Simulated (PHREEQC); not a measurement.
**Alkaline etch or developer**

Make-up at 20 °C: 0.001 mol/kgw NH3 and 3.5e-05 mol/kgw K2CO3. Closed to the air; pH follows from the charge balance.

Model: ion-association model, wateq4f.dat, run in PHREEQC.

```json
{
  "pH": "10.29",
  "ionic_strength": "0.000202 mol/kgw",
  "total_alkalinity": "1.07 meq/kg"
}
```

```json
[
 {"species": "NH3", "molality": "0.000884", "activity": "0.000884", "log γ": "0.000"},
 {"species": "OH-", "molality": "0.000135", "activity": "0.000132", "log γ": "-0.007"},
 {"species": "NH4+", "molality": "0.000116", "activity": "0.000114", "log γ": "-0.007"},
 {"species": "K+", "molality": "7.00e-5", "activity": "6.89e-5", "log γ": "-0.007"},
 {"species": "HCO3-", "molality": "1.88e-5", "activity": "1.85e-5", "log γ": "-0.007"},
 {"species": "CO3-2", "molality": "1.62e-5", "activity": "1.52e-5", "log γ": "-0.028"},
 {"species": "CO2", "molality": "2.28e-9", "activity": "2.28e-9", "log γ": "0.000"}
]
```

No solid was allowed to form.
